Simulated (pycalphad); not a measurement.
Phase fractions of Mg-22.4Si (at.%)

Computed with pycalphad from the COST 507 light-alloy database (1999), at 1 atm. These are 1990s assessments: newer ones move some temperatures and phases. Amounts are mole fractions of atoms. Kinetics are ignored, which matters at the lower temperatures.

```tsv
T (K)	LIQUID	MG2SI	HCP_A3
1330	1.000	-	-
1250	0.640	0.360	-
1170	0.477	0.523	-
1090	0.403	0.597	-
1010	0.364	0.636	-
930	0.344	0.656	-
850	-	0.672	0.328
770	-	0.672	0.328
690	-	0.672	0.328
610	-	0.672	0.328
530	-	0.672	0.328
450	-	0.672	0.328
370	-	0.672	0.328
```

Database names, with the compositions (at.%) that they take in these runs: MG2SI: Mg 67 Si 33. HCP_A3 is hcp.
